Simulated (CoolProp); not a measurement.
Values from CoolProp's reference Helmholtz-energy equation of state, Lemmon 2006. It is a short technical equation, of lower accuracy than the large ones.

### Question
Give the vapour pressure (kPa), liquid density (kg/m³), vapour density (kg/m³), enthalpy of vaporisation (kJ/kg) of saturated nitrous oxide at 212 K.

### Answer
```
T (K)  p (kPa)  liquid density (kg/m³)  vapour density (kg/m³)  enthalpy of vaporisation (kJ/kg)
-----  -------  ----------------------  ----------------------  --------------------------------
212        409                    1150                    11.0                               341
```
